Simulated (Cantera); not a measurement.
A Cantera script and its output.

```python
import numpy as np
import cantera as ct

gas = ct.Solution("gri30.yaml")
gas.TPX = 1675, 440000, {'H2': 1, 'O2': 0.208, 'N2': 0.783, 'H2O': 0.42}
reactor = ct.IdealGasConstPressureReactor(gas, energy="on", clone=False)
net = ct.ReactorNet([reactor])
net.rtol, net.atol = 1e-08, 1e-16
show = ['H2', 'O2', 'H2O', 'H', 'NO', 'H2O2', 'O']
times = np.geomspace(1e-06, 0.2, 14)

steps = ct.SolutionArray(gas, extra=["t"])
rows = []
print(f"{'t/s':>10s}{'T/K':>9s}{'P/Pa':>11s}" + "".join(f"{s:>11s}" for s in show))
for t in times:
    while net.time < t:
        t_next = net.step()
        steps.append(gas.state, t=t_next)
    rows.append([np.interp(t, steps.t, y) for y in (steps.T, steps.P, *steps(*show).X.T)])
    print(f"{t:10.3e}{rows[-1][0]:9.1f}{rows[-1][1]:11.4g}" + "".join(f"{x:11.3e}" for x in rows[-1][2:]))
rate = np.gradient(steps.T, steps.t)
print("integrator steps:", len(steps.t))
if steps.T.max() > steps.T[0] + 200:
    print(f"time of steepest temperature rise: {steps.t[rate.argmax()]:.4e} s")
gas.TPX = 1675, 440000, {'H2': 1, 'O2': 0.208, 'N2': 0.783, 'H2O': 0.42}
gas.equilibrate("HP")
print(f"equilibrium (HP): T = {gas.T:.1f} K  " + "  ".join(f"{s} {gas[s].X[0]:.3e}" for s in show))
```

It prints:

```
       t/s      T/K       P/Pa         H2         O2        H2O          H         NO       H2O2          O
 1.000e-06   1675.1    4.4e+05  4.146e-01  8.618e-02  1.743e-01  1.085e-04  8.933e-13  1.116e-06  7.199e-06
 2.557e-06   1862.7    4.4e+05  2.999e-01  3.870e-02  2.626e-01  5.948e-02  3.090e-07  2.654e-06  3.375e-03
 6.539e-06   2427.7    4.4e+05  2.435e-01  1.003e-03  3.511e-01  4.608e-02  1.186e-05  4.360e-07  1.594e-03
 1.672e-05   2615.0    4.4e+05  2.544e-01  2.687e-04  3.649e-01  2.263e-02  2.103e-05  1.796e-07  4.376e-04
 4.276e-05   2681.0    4.4e+05  2.583e-01  1.072e-04  3.701e-01  1.434e-02  3.145e-05  8.716e-08  1.827e-04
 1.094e-04   2688.9    4.4e+05  2.588e-01  9.181e-05  3.707e-01  1.332e-02  5.098e-05  7.667e-08  1.584e-04
 2.797e-04   2688.7    4.4e+05  2.588e-01  9.147e-05  3.707e-01  1.330e-02  9.874e-05  7.646e-08  1.579e-04
 7.152e-04   2688.1    4.4e+05  2.589e-01  9.090e-05  3.706e-01  1.327e-02  2.070e-04  7.611e-08  1.570e-04
 1.829e-03   2687.2    4.4e+05  2.591e-01  9.006e-05  3.704e-01  1.323e-02  3.667e-04  7.561e-08  1.557e-04
 4.677e-03   2686.9    4.4e+05  2.591e-01  8.973e-05  3.704e-01  1.322e-02  4.307e-04  7.541e-08  1.551e-04
 1.196e-02   2686.9    4.4e+05  2.591e-01  8.972e-05  3.704e-01  1.322e-02  4.325e-04  7.540e-08  1.551e-04
 3.058e-02   2686.9    4.4e+05  2.591e-01  8.972e-05  3.704e-01  1.322e-02  4.325e-04  7.540e-08  1.551e-04
 7.821e-02   2686.9    4.4e+05  2.591e-01  8.972e-05  3.704e-01  1.322e-02  4.325e-04  7.540e-08  1.551e-04
 2.000e-01   2686.9    4.4e+05  2.591e-01  8.972e-05  3.704e-01  1.322e-02  4.325e-04  7.540e-08  1.551e-04
integrator steps: 1200
time of steepest temperature rise: 2.5879e-06 s
equilibrium (HP): T = 2686.9 K  H2 2.591e-01  O2 8.972e-05  H2O 3.704e-01  H 1.322e-02  NO 4.325e-04  H2O2 7.540e-08  O 1.551e-04
```

Detailed kinetics in Cantera: GRI-Mech 3.0 (53 species, 325 reactions). The hydrogen kinetics of GRI-Mech 3.0 are dated; newer H2 mechanisms differ, most at raised pressure.
